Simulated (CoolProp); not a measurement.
Vapour-liquid equilibrium of fluoroethane (R161) (1) + R1234yf (2) at 31.65 °C; x and y are mole fractions of (1).

Computed with CoolProp (multi-fluid Helmholtz-energy mixture model, Wu 2012 and Lemmon 2022; pair parameters Bell 2016).

### Question
Give the bubble pressure and the first vapour's composition at x = 0.5, 0.725, 0.8. Is there an azeotrope?

### Answer
x = 0.5: 9.848 bar, y = 0.559; x = 0.725: 10.45 bar, y = 0.763; x = 0.8: 10.63 bar, y = 0.828. No azeotrope shows between x = 0.05 and 0.95.

The pair parameters rest on a limited set of measurements; away from them the model extrapolates.
